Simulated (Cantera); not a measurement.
Charge: 1 mol FeCl3, 8 mol H2, held at 0.140 Pa.

Cantera equilibrium calculation (NASA polynomials, part measured and part estimated; ideal gas, pure solids and liquids). Candidate condensed phases: Fe, FeCl2, FeCl3; 11 gas species. Rates play no part.

At 1250 K, list the 6 most abundant gas species with their mole fractions, and the condensed phases.

H2 0.720, HCl 0.244, FeCl2 0.0358, H 0.000347, Fe 0.000177, Cl 0.000100. Condensed: Fe(γ).
